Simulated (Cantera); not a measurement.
An adiabatic, constant-volume homogeneous reactor starts with CO : H2 : O2 : N2 = 1 : 1 : 0.667 : 5.67 (molar parts), equivalence ratio 1.5, at 950 K and 77000 Pa. Integrator tolerance rtol = 1e-08.

Detailed kinetics in Cantera: GRI-Mech 3.0 (53 species, 325 reactions).

Task: What does this change do: O2 0.667 to 1.4 parts?

Result: 
```csv
quantity,before,after
time of steepest temperature rise,1.56 ms,1.02 ms
temperature at 0.100 s,2409 K,2621 K
equilibrium temperature,2408 K,2621 K
x(CO) at 0.100 s,0.0679 (gas-phase equilibrium 0.0679),0.0219 (gas-phase equilibrium 0.0219)
x(H2) at 0.100 s,0.0200 (gas-phase equilibrium 0.0200),0.00371 (gas-phase equilibrium 0.00371)
x(O2) at 0.100 s,0.000234 (gas-phase equilibrium 0.000234),0.0501 (gas-phase equilibrium 0.0501)
x(NO) at 0.100 s,0.000630 (gas-phase equilibrium 0.000630),0.0128 (gas-phase equilibrium 0.0128)
x(H) at 0.100 s,0.00176 (gas-phase equilibrium 0.00176),0.00185 (gas-phase equilibrium 0.00185)
x(NO2) at 0.100 s,2.76e-8 (gas-phase equilibrium 2.77e-8),6.85e-6 (gas-phase equilibrium 6.85e-6)
x(HO2) at 0.100 s,8.21e-8 (gas-phase equilibrium 8.21e-8),8.15e-6 (gas-phase equilibrium 8.15e-6)
```
